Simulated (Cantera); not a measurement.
What does this Cantera script print?

```python
import numpy as np
import cantera as ct

gas = ct.Solution("gri30.yaml")
gas.TPX = 2250, 1333, {'CH4': 0.013, 'H2': 1, 'H': 0.018}
reactor = ct.IdealGasConstPressureReactor(gas, energy="off", clone=False)
net = ct.ReactorNet([reactor])
net.rtol, net.atol = 1e-08, 1e-18
show = ['CH4', 'H2', 'H', 'C2H4', 'C2H6', 'CH3']
times = np.geomspace(0.0001, 5, 11)

steps = ct.SolutionArray(gas, extra=["t"])
rows = []
print(f"{'t/s':>10s}{'T/K':>9s}{'P/Pa':>11s}" + "".join(f"{s:>11s}" for s in show))
for t in times:
    while net.time < t:
        t_next = net.step()
        steps.append(gas.state, t=t_next)
    rows.append([np.interp(t, steps.t, y) for y in (steps.T, steps.P, *steps(*show).X.T)])
    print(f"{t:10.3e}{rows[-1][0]:9.1f}{rows[-1][1]:11.4g}" + "".join(f"{x:11.3e}" for x in rows[-1][2:]))
rate = np.gradient(steps.T, steps.t)
print("integrator steps:", len(steps.t))
if steps.T.max() > steps.T[0] + 200:
    print(f"time of steepest temperature rise: {steps.t[rate.argmax()]:.4e} s")
gas.TPX = 2250, 1333, {'CH4': 0.013, 'H2': 1, 'H': 0.018}
gas.equilibrate("TP")
print(f"equilibrium (TP): T = {gas.T:.1f} K  " + "  ".join(f"{s} {gas[s].X[0]:.3e}" for s in show))
```

It prints:

```
       t/s      T/K       P/Pa        CH4         H2          H       C2H4       C2H6        CH3
 1.000e-04   2250.0       1333  9.679e-03  9.727e-01  1.473e-02  3.125e-05  6.516e-07  2.759e-03
 2.951e-04   2250.0       1333  9.418e-03  9.727e-01  1.492e-02  5.089e-05  6.271e-07  2.722e-03
 8.706e-04   2250.0       1333  8.693e-03  9.726e-01  1.545e-02  4.787e-05  5.538e-07  2.601e-03
 2.569e-03   2250.0       1333  6.900e-03  9.724e-01  1.670e-02  3.495e-05  3.779e-07  2.233e-03
 7.579e-03   2250.0       1333  3.788e-03  9.720e-01  1.917e-02  1.413e-05  1.304e-07  1.409e-03
 2.236e-02   2250.0       1333  1.180e-03  9.698e-01  2.314e-02  2.361e-06  1.506e-08  5.320e-04
 6.598e-02   2250.0       1333  2.513e-04  9.653e-01  2.828e-02  4.829e-07  8.105e-10  1.392e-04
 1.947e-01   2250.0       1333  4.719e-05  9.585e-01  3.532e-02  2.894e-07  3.414e-11  3.286e-05
 5.743e-01   2250.0       1333  9.161e-06  9.470e-01  4.690e-02  2.060e-07  1.629e-12  8.564e-06
 1.695e+00   2250.0       1333  4.206e-06  9.344e-01  5.955e-02  1.551e-07  4.247e-13  5.057e-06
 5.000e+00   2250.0       1333  3.777e-06  9.314e-01  6.252e-02  1.462e-07  3.563e-13  4.781e-06
integrator steps: 1419
equilibrium (TP): T = 2250.0 K  CH4 3.802e-06  H2 9.314e-01  H 6.254e-02  C2H4 1.461e-07  C2H6 3.607e-13  CH3 4.814e-06
```

Detailed kinetics in Cantera: GRI-Mech 3.0 (53 species, 325 reactions). GRI-Mech 3.0 stops at C3 and has no aromatics, soot or wall deposition, so with more carbon than oxygen in the feed, carbon stays in small species such as C2H2 where larger ones or solid carbon would form. Radical loss at walls, strong at low pressure, is not modelled.
